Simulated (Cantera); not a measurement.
Feed: 1 mol Si, 6 mol H2, 0.51 mol Cl2, equilibrated at 1573 K and 0.100 bar.

Cantera equilibrium calculation (NASA polynomials, part measured and part estimated; ideal gas, pure solids and liquids). Candidate condensed phases: Si; 19 gas species. The tables' values for SiCl3 are old estimates; treat these amounts as uncertain. The numbers say what is thermodynamically allowed, not how fast it happens.

Base state: H2 0.878, HCl 0.0893, SiCl2 0.0308, SiCl3 0.00148, SiHCl3 0.000243, SiCl4 0.000187, H 0.000120, SiH2Cl2 5.22e-5 (mole fractions); condensed: Si(s).

Problem. What changes in the equilibrium state with this change: temperature from 1573 K to 923 K?

Solution. 
```
species       before     after
----------  --------  --------
H2             0.878     0.950
SiCl4       0.000187    0.0288
SiHCl3      0.000243    0.0129
HCl           0.0893   0.00756
SiCl2         0.0308   8.64e-5
H           0.000120     <1e-9
SiH2Cl2      5.22e-5  0.000565
SiCl3        0.00148  0.000248
Si(s), mol     0.787     0.734
```
